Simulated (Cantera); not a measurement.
A perfectly stirred reactor is fed with CO : O2 : H2O : N2 = 0.0095 : 0.04 : 0.056 : 1 (molar parts), equivalence ratio 0.12, at 760 Torr; it is held at 1375 K, and followed from long to short residence time.

Cantera simulation using GRI-Mech 3.0 (53 species, 325 reactions); the numbers are that mechanism's predictions, not measurements.

x: mole fraction; the columns are a selection and need not sum to one.

```json
[
 {"τ (s)": "0.41", "x CO": "?", "x O2": "0.0320", "x H2O": "0.0508", "x NO2": "2.10e-9", "x CO2": "0.00855", "x N2O": "6.00e-7"},
 {"τ (s)": "0.25", "x CO": "?", "x O2": "0.0321", "x H2O": "0.0508", "x NO2": "1.95e-9", "x CO2": "0.00851", "x N2O": "6.48e-7"},
 {"τ (s)": "0.16", "x CO": "?", "x O2": "0.0321", "x H2O": "0.0508", "x NO2": "1.73e-9", "x CO2": "0.00847", "x N2O": "6.67e-7"},
 {"τ (s)": "0.097", "x CO": "?", "x O2": "0.0321", "x H2O": "0.0508", "x NO2": "1.43e-9", "x CO2": "0.00841", "x N2O": "6.61e-7"},
 {"τ (s)": "0.060", "x CO": "?", "x O2": "0.0321", "x H2O": "0.0508", "x NO2": "1.13e-9", "x CO2": "0.00833", "x N2O": "6.33e-7"},
 {"τ (s)": "0.037", "x CO": "?", "x O2": "0.0322", "x H2O": "0.0507", "x NO2": "8.68e-10", "x CO2": "0.00822", "x N2O": "5.89e-7"},
 {"τ (s)": "0.023", "x CO": "?", "x O2": "0.0322", "x H2O": "0.0507", "x NO2": "6.58e-10", "x CO2": "0.00807", "x N2O": "5.37e-7"},
 {"τ (s)": "0.014", "x CO": "?", "x O2": "0.0323", "x H2O": "0.0506", "x NO2": "4.91e-10", "x CO2": "0.00785", "x N2O": "4.80e-7"},
 {"τ (s)": "0.0089", "x CO": "?", "x O2": "0.0324", "x H2O": "0.0506", "x NO2": "3.80e-10", "x CO2": "0.00760", "x N2O": "4.27e-7"},
 {"τ (s)": "0.0055", "x CO": "?", "x O2": "0.0326", "x H2O": "0.0505", "x NO2": "2.95e-10", "x CO2": "0.00724", "x N2O": "3.72e-7"},
 {"τ (s)": "0.0034", "x CO": "?", "x O2": "0.0328", "x H2O": "0.0504", "x NO2": "2.34e-10", "x CO2": "0.00678", "x N2O": "3.21e-7"}
]
```

Task: Some entries are withheld; supply them.

Result: 
- 0.41, x CO: 8.34e-5
- 0.25, x CO: 0.000116
- 0.16, x CO: 0.000157
- 0.097, x CO: 0.000218
- 0.060, x CO: 0.000300
- 0.037, x CO: 0.000412
- 0.023, x CO: 0.000561
- 0.014, x CO: 0.000772
- 0.0089, x CO: 0.00103
- 0.0055, x CO: 0.00138
- 0.0034, x CO: 0.00184
